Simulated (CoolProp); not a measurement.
Vapour-liquid equilibrium of propylene (1) + isobutane (2) at -86.65 °C; x and y are mole fractions of (1).

The numbers come from the multi-fluid Helmholtz-energy mixture model, Lemmon 2013 and Bücker 2006; pair parameters Bell 2016 in CoolProp.

Problem. Give the bubble pressure and the first vapour's composition at x = 0.125, 0.2, 0.875. Is there an azeotrope?

Solution. x = 0.125: 2.797 kPa, y = 0.576; x = 0.2: 3.276 kPa, y = 0.657; x = 0.875: 9.531 kPa, y = 0.989. No azeotrope shows between x = 0.05 and 0.95.

Pair parameters are fitted to limited data, so mixtures are less certain than the pure fluids. The gap from Raoult's law changes sign with composition, which may be real or a fault of the pair parameters; it wasn't checked against measurements.
